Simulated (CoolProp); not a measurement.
Vapour-liquid equilibrium of benzene (1) + ethylbenzene (2) at 705 kPa; x and y are mole fractions of (1).

The numbers come from the multi-fluid Helmholtz-energy mixture model, Thol 2012 and Zhou 2012; pair parameters Bell 2016 in CoolProp.

Question: Give the bubble temperature and the first vapour's composition at x = 0.05, 0.5, 0.95. Is there an azeotrope?

Answer: x = 0.05: 495.9 K, y = 0.106; x = 0.5: 461.0 K, y = 0.738; x = 0.95: 435.0 K, y = 0.986. No azeotrope shows between x = 0.05 and 0.95.

Pair parameters are fitted to limited data, so mixtures are less certain than the pure fluids.
